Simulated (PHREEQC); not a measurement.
Solution (25 °C): 0.0046 mol K2SiO3 per kg of water. Closed to the air; pH follows from the charge balance.

All values are PHREEQC results (Pitzer model, pitzer.dat), not measurements.

```json
[
 {"quantity": "pH", "before": "11.61", "after": "11.60"},
 {"quantity": "ionic strength (mol/kgw)", "before": "0.00937", "after": "0.0123"}
]
```

Problem. What was changed between the two runs?
(A) K2SiO3 from 0.0046 to 0.0023 mol/kgw
(B) 0.001 mol/kgw Na2CO3 added
(C) temperature from 25 to 65 °C
(D) 0.00014 mol/kgw NaCl added
(E) K2SiO3 replaced by KOH at the same molality

Solution. B, 0.001 mol/kgw Na2CO3 added

Precipitation was switched off in this run.
